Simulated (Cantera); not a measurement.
Input: 1 mol V2O5, 43 mol H2, 0.76 mol N2, held at 2.30 bar.

Equilibrium computed with Cantera from the NASA thermochemical tables; the gas is ideal and each condensed phase is pure. Candidate condensed phases: H2O, V, VN, VO, V2O3, V2O4, V2O5; 28 gas species. Condensed phases not in the tables: the oxides between V2O3 and V2O5 other than VO2. The numbers say what is thermodynamically allowed, not how fast it happens.

**Question.** At 1950 K, list the 4 most abundant gas species with their mole fractions, and the condensed phases.

**Answer.** H2 0.936, H2O 0.0457, N2 0.0174, H 0.000731. Condensed: V2O3(s).
